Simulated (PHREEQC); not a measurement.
Model water analysis in mg/kgw, 21 °C, pH 6.81, pe 8.5: Na 2.08; K 0.0129; Ca 0.851; Mg 0.91; Cl 2.08; S(6) as SO4 5.17; Alkalinity as HCO3 2.75; Pb 0.00658; Cd 0.0489; Zn 0.00196; Si as SiO2 0.0109.

Valence states are taken as typed.

All values are PHREEQC results (ion-association model, phreeqc.dat), not measurements.

```
quantity                  before    after
-----------------------  -------  -------
CO2 (mol/kgw)            1.62e-5  5.18e-5
MgSO4 (mol/kgw)          3.55e-7  3.54e-7
CaSO4 (mol/kgw)          1.64e-7  1.64e-7
Pb+2 (mol/kgw)           2.31e-8  2.74e-8
NaSO4- (mol/kgw)         2.17e-8  2.17e-8
MgHCO3+ (mol/kgw)        1.78e-8  1.79e-8
SI of Otavite (CdCO3)      -2.22    -2.71
SI of Pb(OH)2 (Pb(OH)2)    -2.34    -3.27
```

Problem. Which change was made?
A) pH from 6.81 to 6.31 at the same alkalinity
B) temperature from 21 to 50 °C at the same typed pH
C) pH from 6.81 to 7.31 at the same alkalinity

Solution. A, pH from 6.81 to 6.31 at the same alkalinity

This is a speciation only: nothing precipitates in the calculation.
